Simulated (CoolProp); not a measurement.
Properties of oxygen along the isotherm -116.05 °C (Tc = -118.6 °C, pc = 5.046 MPa, ω = 0.022).

Computed with CoolProp (reference Helmholtz-energy equation of state, Schmidt 1985).

```csv
p (MPa),phase,isothermal compressibility (1/MPa),expansivity (1/kK),viscosity (µPa s)
5.05,supercritical,0.6455,64.30,16.2
10.1,supercritical,…,13.84,51.9
15.1,supercritical,…,8.740,61.6
20.2,supercritical,0.008241,…,69.2
25.2,supercritical,…,5.724,75.8
30.3,supercritical,…,5.017,81.9
35.3,supercritical,0.004334,4.521,87.6
40.4,supercritical,0.003754,4.137,93.1
45.4,supercritical,0.003323,…,98.2
50.5,supercritical,0.002978,3.589,…
```

Question: Complete the blanks.

Answer: 
- 10.1, isothermal compressibility (1/MPa): 0.02417
- 15.1, isothermal compressibility (1/MPa): 0.01218
- 20.2, expansivity (1/kK): 6.784
- 25.2, isothermal compressibility (1/MPa): 0.006312
- 30.3, isothermal compressibility (1/MPa): 0.005121
- 45.4, expansivity (1/kK): 3.838
- 50.5, viscosity (µPa s): 103

Viscosity comes from a separate model (Lemmon 2004).
